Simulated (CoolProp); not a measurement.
Sulfur hexafluoride at 293.15 K and 10.3 MPa is throttled through a valve to 4.41 MPa with no heat exchange. Each further row changes one setting.

Model: reference Helmholtz-energy equation of state, Guder 2009, in CoolProp.

```csv
case,temperature change (K),final phase,final density (kg/m³)
as stated,…,liquid,…
outlet pressure 1.32 MPa,…,…,423
outlet pressure 5.73 MPa,…,liquid,1490
```

### Question
Fill in the missing entries.

### Answer

- as stated, temperature change (K): -1.2
- as stated, final density (kg/m³): 1470
- outlet pressure 1.32 MPa, temperature change (K): -18.1
- outlet pressure 1.32 MPa, final phase: two-phase, vapour fraction 0.206
- outlet pressure 5.73 MPa, temperature change (K): -0.8
